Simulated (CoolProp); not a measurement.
Vapour pressure (MPa) of carbon dioxide: the reference equation beside estimates from Tc = 304.1 K, pc = 7.377 MPa, ω = 0.224. Clausius-Clapeyron is anchored at 264 K with a constant enthalpy of vaporisation of 11.29 kJ/mol.

Computed with CoolProp (reference Helmholtz-energy equation of state, Span 1996).

| T (K) | reference | Lee-Kesler | Clausius-Clapeyron | van der Waals | Redlich-Kwong | Soave-Redlich-Kwong | Peng-Robinson |
|---|---|---|---|---|---|---|---|
| 224.3 | 0.7148 | 0.7156 | … | 1.920 | 0.9873 | 0.7158 | 0.7099 |
| 234.2 | 1.044 | 1.044 | 1.411 | 2.365 | 1.375 | 1.046 | 1.035 |
| 244.2 | 1.479 | 1.477 | 1.788 | 2.877 | 1.862 | … | 1.466 |
| 254.1 | 2.028 | 2.022 | 2.221 | 3.447 | 2.451 | 2.039 | 2.013 |
| 264 | 2.713 | 2.703 | 2.713 | 4.083 | 3.156 | … | 2.700 |
| 274 | 3.564 | 3.549 | 3.273 | 4.794 | 3.994 | 3.596 | 3.557 |
| 283.9 | 4.586 | … | … | 5.569 | 4.958 | 4.628 | 4.590 |
| 293.9 | 5.831 | 5.823 | 4.578 | 6.425 | … | … | 5.845 |

Question: Some entries are withheld; supply them.

Answer: 
- 224.3, Clausius-Clapeyron: 1.092
- 244.2, Soave-Redlich-Kwong: 1.484
- 264, Soave-Redlich-Kwong: 2.734
- 283.9, Lee-Kesler: 4.571
- 283.9, Clausius-Clapeyron: 3.891
- 293.9, Redlich-Kwong: 6.076
- 293.9, Soave-Redlich-Kwong: 5.873

Absolute difference from the reference over all 8 rows, mean and median: Lee-Kesler 0.2 and 0.2 %, Clausius-Clapeyron 20.4 and 18.0 %, van der Waals 72.0 and 60.2 %, Redlich-Kwong 19.7 and 18.6 %, Soave-Redlich-Kwong 0.6 and 0.6 %, Peng-Robinson 0.5 and 0.6 %.
